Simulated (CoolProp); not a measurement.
A simple Rankine cycle with n-perfluorohexane: condensing at 288.15 K, boiler at 0.152 MPa, turbine inlet 382.8 K, turbine efficiency 0.9, pump efficiency 0.8, no recuperator. Each further row changes one setting.

Model: reference Helmholtz-energy equation of state, Gao 2022, in CoolProp.

```json
[
 {"case": "as stated", "thermal efficiency (%)": "[?]", "net work (kJ/kg)": "16.7", "heat in (kJ/kg)": "176", "turbine exit temperature (K)": "362.8", "volume ratio over the turbine": "8.13"},
 {"case": "turbine inlet 402.8 K", "thermal efficiency (%)": "9.1", "net work (kJ/kg)": "17.7", "heat in (kJ/kg)": "[?]", "turbine exit temperature (K)": "382.5", "volume ratio over the turbine": "[?]"},
 {"case": "condensing temperature 280.15 K", "thermal efficiency (%)": "10.8", "net work (kJ/kg)": "[?]", "heat in (kJ/kg)": "185", "turbine exit temperature (K)": "[?]", "volume ratio over the turbine": "[?]"},
 {"case": "boiler pressure 0.106 MPa", "thermal efficiency (%)": "7.9", "net work (kJ/kg)": "14.0", "heat in (kJ/kg)": "177", "turbine exit temperature (K)": "366.4", "volume ratio over the turbine": "5.62"},
 {"case": "turbine efficiency 0.8", "thermal efficiency (%)": "[?]", "net work (kJ/kg)": "14.9", "heat in (kJ/kg)": "176", "turbine exit temperature (K)": "364.9", "volume ratio over the turbine": "8.18"}
]
```

Some entries are withheld; supply them.


- as stated, thermal efficiency (%): 9.5
- turbine inlet 402.8 K, heat in (kJ/kg): 196
- turbine inlet 402.8 K, volume ratio over the turbine: 8.07
- condensing temperature 280.15 K, net work (kJ/kg): 19.9
- condensing temperature 280.15 K, turbine exit temperature (K): 359.3
- condensing temperature 280.15 K, volume ratio over the turbine: 12.0
- turbine efficiency 0.8, thermal efficiency (%): 8.4
